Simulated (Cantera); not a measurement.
Cantera run, input and output.

```python
import numpy as np
import cantera as ct

gas = ct.Solution("gri30.yaml")
gas.TP = 300, 230000
flame = ct.CounterflowDiffusionFlame(gas, width=0.02)
flame.fuel_inlet.X, flame.fuel_inlet.T = {'CH4': 1, 'N2': 1}, 550
flame.oxidizer_inlet.X, flame.oxidizer_inlet.T = {'O2': 0.22, 'N2': 0.78}, 673
flame.set_refine_criteria(ratio=3, slope=0.12, curve=0.24, prune=0.03)
show = ['OH', 'H', 'NO', 'CO', 'C2H2']

rows = []
print(f"{'mdot':>8s}{'a_max':>10s}{'a_mean':>10s}{'Tmax/K':>9s}" + "".join(f"{s:>11s}" for s in show) + "   (peak mole fractions)")
for i, mdot in enumerate([0.57, 0.93, 1.5, 2.5, 4, 6.4, 10]):  # kg/m2/s on the oxidiser side
    flame.oxidizer_inlet.mdot, flame.fuel_inlet.mdot = mdot, 0.86 * mdot
    flame.solve(loglevel=0, auto=(i == 0))
    if flame.T.max() < max(550, 673) + 100:
        print(f"{mdot:8.3g}  no burning solution found from the previous one")
        break
    dT = np.abs(np.gradient(flame.T, flame.grid))
    rows.append([flame.strain_rate("max"), flame.strain_rate("mean"), flame.T.max(),
                 *(flame.X[gas.species_index(s)].max() for s in show), max(dT[0], dT[-1]) / dT.max()])
    print(f"{mdot:8.3g}{rows[-1][0]:10.1f}{rows[-1][1]:10.1f}{rows[-1][2]:9.1f}" + "".join(f"{x:11.3e}" for x in rows[-1][3:-1]))
```

Result:

```
    mdot     a_max    a_mean   Tmax/K         OH          H         NO         CO       C2H2   (peak mole fractions)
    0.57     192.6      46.1   2231.5  7.238e-03  2.478e-03  3.821e-04  5.048e-02  1.205e-02
    0.93     302.4      75.3   2207.4  7.451e-03  2.689e-03  3.479e-04  4.898e-02  1.087e-02
     1.5     471.7     121.4   2187.4  7.614e-03  2.901e-03  3.129e-04  4.788e-02  9.735e-03
     2.5     761.8     202.3   2166.3  7.718e-03  3.120e-03  2.696e-04  4.708e-02  8.602e-03
       4    1185.3     323.7   2141.7  7.659e-03  3.278e-03  2.203e-04  4.649e-02  7.510e-03
     6.4    1849.2     517.9   2111.2  7.428e-03  3.372e-03  1.656e-04  4.617e-02  6.365e-03
      10    2826.6     809.2   2074.8  7.002e-03  3.363e-03  1.125e-04  4.616e-02  5.195e-03
```

Detailed kinetics in Cantera: GRI-Mech 3.0 (53 species, 325 reactions). GRI-Mech 3.0 has no aromatics or soot, which form on the fuel side of real flames. The maximum strain rate includes the flame's own expansion and is several times the mean.
